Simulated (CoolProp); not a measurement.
Saturation properties of R1224YDZ.

The numbers come from the reference Helmholtz-energy equation of state, Akasaka 2023 in CoolProp.

```json
[
 {"T (K)": "236.1", "p (bar)": "0.07906", "liquid cp (kJ/(kg K))": "1.049", "vapour Z": "0.9898"},
 {"T (K)": "242.6", "p (bar)": "0.1171", "liquid cp (kJ/(kg K))": "1.057", "vapour Z": "0.9871"},
 {"T (K)": "249.1", "p (bar)": "…", "liquid cp (kJ/(kg K))": "…", "vapour Z": "0.9838"},
 {"T (K)": "255.6", "p (bar)": "0.2391", "liquid cp (kJ/(kg K))": "1.075", "vapour Z": "0.9800"},
 {"T (K)": "262.1", "p (bar)": "0.3308", "liquid cp (kJ/(kg K))": "1.084", "vapour Z": "0.9756"},
 {"T (K)": "268.6", "p (bar)": "0.4490", "liquid cp (kJ/(kg K))": "1.095", "vapour Z": "0.9705"},
 {"T (K)": "275", "p (bar)": "…", "liquid cp (kJ/(kg K))": "1.106", "vapour Z": "…"},
 {"T (K)": "281.5", "p (bar)": "0.7831", "liquid cp (kJ/(kg K))": "1.117", "vapour Z": "…"}
]
```

### Question
Fill in the missing entries.

### Answer

- 249.1, p (bar): 0.1693
- 249.1, liquid cp (kJ/(kg K)): 1.065
- 275, p (bar): 0.5964
- 275, vapour Z: 0.9648
- 281.5, vapour Z: 0.9582

It boils at 288.0 K under 1 atm.
